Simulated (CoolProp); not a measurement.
A simple Rankine cycle with water: condensing at 318.15 K, boiler at 9.64 MPa, turbine inlet 583.5 K, turbine efficiency 0.65, pump efficiency 0.8, no recuperator. Each further row changes one setting.

Computed with CoolProp (reference Helmholtz-energy equation of state, Wagner 2002).

| case | thermal efficiency (%) | net work (kJ/kg) | heat in (kJ/kg) | turbine exit temperature (K) | volume ratio over the turbine |
|---|---|---|---|---|---|
| as stated | 24.0 | ? | 2550 | 318.1 | 643 |
| turbine inlet 603.5 K | 24.3 | ? | 2650 | 318.1 | 592 |
| condensing temperature 310.15 K | 24.7 | 638 | 2580 | 310.2 | ? |
| boiler pressure 6.75 MPa | 23.5 | 633 | 2700 | 318.1 | 406 |
| turbine efficiency 0.55 | 20.2 | ? | 2550 | 318.1 | 675 |

Question: Some entries are withheld; supply them.

Answer: 
- as stated, net work (kJ/kg): 611
- turbine inlet 603.5 K, net work (kJ/kg): 644
- condensing temperature 310.15 K, volume ratio over the turbine: 954
- turbine efficiency 0.55, net work (kJ/kg): 515

The expansion ends wet for: as stated; turbine inlet 603.5 K; condensing temperature 310.15 K; boiler pressure 6.75 MPa; turbine efficiency 0.55.
